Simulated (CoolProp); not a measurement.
Nitrous oxide along the isotherm 128.25 °C: density (kg/m³) from the reference equation and from simpler models built on Tc = 36.4 °C, pc = 7245 kPa, ω = 0.161; each cubic takes its own stable root.

Values from CoolProp's reference Helmholtz-energy equation of state, Lemmon 2006. It is a short technical equation, of lower accuracy than the large ones.

```tsv
p (kPa)	phase	reference
158	gas	2.090
246	gas	3.260
383	gas	5.090
597	gas	7.969
929	gas	12.49
1450	gas	19.70
2250	gas	31.09
3510	gas	49.85
5460	gas	81.07
8510	supercritical	136.0
13200	supercritical	237.0
20600	supercritical	415.3
32100	supercritical	604.8
50000	supercritical	747.1
```

Q: How far does each simpler model (van der Waals, Soave-Redlich-Kwong) lie from the reference over these 14 states: mean and median of the absolute difference, and the worst?

A: 
- van der Waals: mean 3.3 %, median 0.6 %, worst -16.6 % at 128.25 °C and 50000 kPa
- Soave-Redlich-Kwong: mean 2.3 %, median 0.4 %, worst -9.2 % at 128.25 °C and 32100 kPa
